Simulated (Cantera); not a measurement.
Input: 1 mol SO₂, 1.2 mol H₂, 13 mol N₂, at 75.0 Torr.

Equilibrium computed with Cantera from the NASA thermochemical tables; the gas is ideal and each condensed phase is pure. Candidate condensed phases: H₂O, H₂SO₄, S; 35 gas species. Equilibrium is a limit: real reactors are often held back by kinetics, nucleation or transport. All values below are at 3048 K.

Base state: N₂ 0.778, H 0.0780, O 0.0318, SO 0.0296, S 0.0193, H₂ 0.0183, OH 0.0122, SO₂ 0.00935 (mole fractions); condensed: gas only.

**Question.** What changes in the equilibrium state with this change: SO₂ replaced by HI?

**Answer.** 
```json
[
 {"species": "N₂", "before": "0.778", "after": "0.779"},
 {"species": "H", "before": "0.0780", "after": "0.119"},
 {"species": "I", "before": "0", "after": "0.0595"},
 {"species": "O", "before": "0.0318", "after": "0"},
 {"species": "SO", "before": "0.0296", "after": "0"},
 {"species": "S", "before": "0.0193", "after": "0"},
 {"species": "OH", "before": "0.0122", "after": "0"},
 {"species": "H₂", "before": "0.0183", "after": "0.0423"},
 {"species": "SO₂", "before": "0.00935", "after": "0"},
 {"species": "H₂O", "before": "0.00830", "after": "0"}
]
```
Further candidate phases: I₂.
